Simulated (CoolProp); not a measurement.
Computed with CoolProp (reference Helmholtz-energy equation of state, Lemmon 2013).

**Question.** For propylene, give the phase and the density (kg/m³), expansivity (1/kK), Prandtl number at 373.3 K and 14.7 bar.

**Answer.** 
- 373.3 K and 14.7 bar: gas; density 22.4, expansivity 3.86, Prandtl number 0.803

Viscosity comes from a separate model (Huber 2003), an estimate that may be off by 10 % or more. Thermal conductivity comes from a separate model (Huber 2003), an estimate that may be off by 10 % or more.
